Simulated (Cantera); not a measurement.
Ignition delay

Mixture: 7.52 % CH4, 0.241 % C2H6, 19.4 % O2, 72.8 % N2, equivalence ratio 0.82, at 270000 Pa, adiabatic and at constant pressure. Ignition delay is the time to a rise of 400 K.

Computed with Cantera and GRI-Mech 3.0 (53 species, 325 reactions).

```csv
T0 (K),delay (ms)
1273,3.22
1323,1.80
1373,1.02
1423,0.588
1473,0.347
1523,0.211
1573,0.132
1623,0.0859
```

- apparent activation energy between 1523 and 1623 K: 180 kJ/mol
